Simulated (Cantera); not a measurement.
Feed: 1 mol Fe2O3, 1.1 mol HCl, 4.6 mol N2, held at 1325 K and 21.0 Pa.

Equilibrium computed with Cantera from the NASA thermochemical tables; the gas is ideal and each condensed phase is pure. Candidate condensed phases: Fe, FeCl2, FeCl3, FeO, Fe(OH)2, Fe(OH)3, Fe2O3, Fe3O4, H2O, NH4Cl; 37 gas species. The numbers say what is thermodynamically allowed, not how fast it happens.

**Question.** What is the equilibrium state?

**Answer.** 
- x(N2): 0.779
- x(HCl): 0.139
- x(O2): 0.0282
- x(H2O): 0.0238
- x(FeCl2): 0.0179
- x(Cl): 0.0115
- x(NO): 0.000169
- x(Cl2): 0.000116
- x(OH): 3.42e-5
- n(Fe3O4(s)): 0.631 mol
- gas amount: 5.901 mol
- log10 activity of FeCl2(l) (absent): -5.47
- log10 activity of Fe(γ) (absent): -5.63
- log10 activity of Fe(OH)2(s) (absent): -11.59
